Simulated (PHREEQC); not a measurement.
A made-up water analysis in mg/kgw, 85 °C, pH 8.42: Na 2460; K 106; Ca 3.51; Mg 9.84; Cl 3860; S(6) as SO4 106; Alkalinity as HCO3 80.7; B 0.328.

Valence states are taken as typed.

Computed with PHREEQC (Pitzer model, pitzer.dat).

Problem. The ionic strength comes out as 0.113 mol/kgw. What activity coefficients do CO3-2, B(OH)4-, K+, Mg+2, HCO3- get?

Solution. CO3-2 0.27, B(OH)4- 0.68, K+ 0.74, Mg+2 0.31, HCO3- 0.79. Single-ion values are on the MacInnes scale.

This is a speciation only: nothing precipitates in the calculation. At this temperature some constants are extrapolated from 25 °C, and those without enthalpy data are left unchanged.
